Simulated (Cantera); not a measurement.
## Low-pressure radical oxidation in H2/O2

A perfectly stirred reactor is fed with H₂ : O₂ = 0.078 : 1 (molar parts), at 0.0133 bar; it is held at 1325 K, and followed from long to short residence time.

Model: GRI-Mech 3.0 (53 species, 325 reactions), integrated in Cantera. Radical loss at walls, strong at low pressure, is not modelled. The temperature is held fixed by assumption; the heat of reaction is taken as removed at once.

```csv
τ (s),x H₂,x O₂,x H₂O,x HO₂,x H₂O₂,x H,x OH
3.1,0.000119,0.922,0.0739,9.58e-7,4.45e-8,0.000135,0.00162
0.88,0.000260,0.919,0.0731,1.51e-6,6.21e-8,0.000456,0.00242
0.25,0.000546,0.912,0.0715,2.15e-6,8.03e-8,0.00142,0.00353
0.069,0.00108,0.900,0.0685,2.73e-6,9.51e-8,0.00388,0.00489
0.019,0.00193,0.887,0.0643,3.09e-6,1.05e-7,0.00781,0.00619
0.0054,0.00351,0.879,0.0599,3.28e-6,1.18e-7,0.0112,0.00732
0.0015,0.00791,0.879,0.0535,3.38e-6,1.50e-7,0.0133,0.00877
```
x: mole fraction; the columns are a selection and need not sum to one.
